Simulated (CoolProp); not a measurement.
The numbers come from the reference Helmholtz-energy equation of state, Lemmon 2006 in CoolProp. It is a short technical equation, of lower accuracy than the large ones.

For C3F8 (R218), give the phase and the density (kg/m³), speed of sound (m/s), expansivity (1/kK), viscosity (µPa s) at 176.9 K and 0.0236 MPa; 159.3 K and 0.111 MPa; 217.4 K and 1.7 MPa.


- 176.9 K and 0.0236 MPa: liquid; density 1830, speed of sound 814, expansivity 1.90, viscosity 1480
- 159.3 K and 0.111 MPa: liquid; density 1890, speed of sound 914, expansivity 1.84, viscosity 2530
- 217.4 K and 1.7 MPa: liquid; density 1690, speed of sound 632, expansivity 2.14, viscosity 626

Viscosity comes from a separate model (Huber 2003), an estimate that may be off by 10 % or more.
